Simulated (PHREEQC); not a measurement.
# Brine (model solution)

Consider water at 25 °C with 1.2 mol NaBr and 0.074 mol CaCl2 per kg of water. Closed to the air; pH follows from the charge balance.

All values are PHREEQC results (Pitzer model, pitzer.dat), not measurements.

Each row changes one thing in this solution. This is a speciation only: nothing precipitates in the calculation.

| case | SI of Halite (NaCl) | SI of Portlandite (Ca(OH)2) |
|---|---|---|
| as made | -2.67 | -10.85 |
| diluted 10-fold with water | -4.57 | -11.45 |
| temperature from 25 to 20 °C | -2.66 | -11.01 |
